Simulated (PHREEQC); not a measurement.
A made-up water analysis in mg/kgw, 25 °C, pH 6.99, pe 2.8: Na 3.16; K 12.4; Ca 10.9; Mg 2.48; Cl 9.95; S(6) as SO4 28.5; Alkalinity as HCO3 21.2; Br 1.64; F 0.412; Mn(2) 1.29.

Cl is adjusted to close the charge balance.
Valence states are taken as typed.

Equilibrium calculation in PHREEQC: ion-association model, phreeqc.dat.

No solid was allowed to form.

### Question
What specific conductance does the model give?

### Answer
specific conductance 149 µS/cm.

### Question
In which forms is Mn present?

### Answer
Mn+2 93 %, MnSO4 3.2 %, MnHCO3+ 2.4 %, MnCO3 0.9 % of the Mn.
